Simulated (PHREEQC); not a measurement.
0.045 g of hydrous ferric oxide (600 m²/g; 0.2 weak and 0.005 strong sites per Fe, Dzombak-Morel constants, diffuse double layer) in 1 kg of water with 0.001 mol/kgw of an inert sodium salt and 3.4e-05 mol/kgw H3BO3 and 3.9e-05 mol/kgw MgCl2, at 25 °C; the pH is set by adding NaOH or the inert anion's acid. Oxygen alone is held at its pressure in air (log pO2 = -0.68). No CO2 enters from the air. Precipitation was switched off in this run.

Base run: PHREEQC, ion-association model, wateq4f.dat. Each further column changes one thing. The table gives Mg sorbed (%).

| pH | base | no electrostatic term (-no_edl) | background salt from 0.001 to 0.0001 mol/kgw | oxide from 0.045 to 0.22 g/kgw | 5.3e-05 mol/kgw NiCl2 added |
|---|---|---|---|---|---|
| 4 | 0.0 | 0.0 | 0.0 | 0.0 | 0.0 |
| 5 | 0.0 | 0.0 | 0.0 | 0.0 | 0.0 |
| 6 | 0.0 | 0.0 | 0.0 | 0.0 | 0.0 |
| 7 | 0.1 | 0.7 | 0.1 | 0.7 | 0.1 |
| 8 | 9.7 | 13.7 | 10.3 | 35.6 | 1.1 |
| 9 | 66.5 | 45.1 | 67.6 | 97.5 | 5.1 |
| 10 | 97.5 | 56.4 | 97.7 | 100.0 | 23.4 |

 In at least one series the solution becomes supersaturated in solids that the run did not let form, among them Ni(OH)2.
